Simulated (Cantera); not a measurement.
Charge: 1 mol Si₃N₄, 0.064 mol CO₂, 1.3 mol N₂, held at 1250 K and 1.33 mbar.

Cantera equilibrium calculation (NASA polynomials, part measured and part estimated; ideal gas, pure solids and liquids). Candidate condensed phases: C, Si, SiC, SiO₂, Si₂N₂O, Si₃N₄; 34 gas species. Mutual solubility and eutectic melting of coexisting phases are not modelled. Equilibrium is a limit: real reactors are often held back by kinetics, nucleation or transport.

Base state: N₂ 1.000, CO 3.82e-5 (mole fractions); condensed: C(graphite) + Si₂N₂O(s) + Si₃N₄(s).

**Question.** What changes in the equilibrium state with this change: temperature from 1250 K to 1925 K?

**Answer.** 
```
species            before     after
----------------  -------  --------
N₂                  1.000     0.949
SiO               1.95e-8    0.0303
Si                  <1e-9    0.0131
Si₂C                <1e-9  0.000257
Si₂N                <1e-9  0.000205
SiN                 <1e-9  0.000146
Si₂                 <1e-9  0.000112
Si₃                 <1e-9   2.50e-5
C(graphite), mol   0.0639         0
Si₂N₂O(s), mol      0.128         0
Si₃N₄(s), mol       0.915         0
Si(l), mol              0      2.80
SiC(s), mol             0    0.0402
```
The tables' values for SiN are old estimates; treat these amounts as uncertain.

**Question.** What changes in the equilibrium state with this change: temperature from 1250 K to 1798 K?

**Answer.** 
| species | before | after |
|---|---|---|
| N₂ | 1.000 | 0.960 |
| SiO | 1.95e-8 | 0.0338 |
| CO | 3.82e-5 | 0.00348 |
| Si | <1e-9 | 0.00231 |
| Si₂N | <1e-9 | 5.94e-5 |
| SiN | <1e-9 | 3.69e-5 |
| Si₂C | <1e-9 | 2.43e-5 |
| Si₂ | <1e-9 | 1.39e-5 |
| C(graphite), mol | 0.0639 | 0 |
| Si₂N₂O(s), mol | 0.128 | 0 |
| Si₃N₄(s), mol | 0.915 | 0 |
| Si(l), mol | 0 | 2.82 |
| SiC(s), mol | 0 | 0.0520 |
The tables' values for SiN are old estimates; treat these amounts as uncertain.
